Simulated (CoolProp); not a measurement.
A simple Rankine cycle with R1233zd(E): condensing at 308.15 K, boiler at 2.04 MPa, turbine inlet 411.7 K, turbine efficiency 0.9, pump efficiency 0.8, no recuperator. Each further row changes one setting.

The numbers come from the reference Helmholtz-energy equation of state, Akasaka 2022 in CoolProp.

```csv
case,thermal efficiency (%),net work (kJ/kg),heat in (kJ/kg),turbine exit temperature (K),volume ratio over the turbine
as stated,16.5,40.6,246,331.8,12.8
turbine inlet 431.7 K,16.6,45.1,271,355.4,11.9
condensing temperature 300.15 K,17.7,45.4,256,325.2,16.7
boiler pressure 1.43 MPa,14.7,38.3,260,349.8,8.01
turbine efficiency 0.8,14.6,35.9,246,337.3,13.1
```
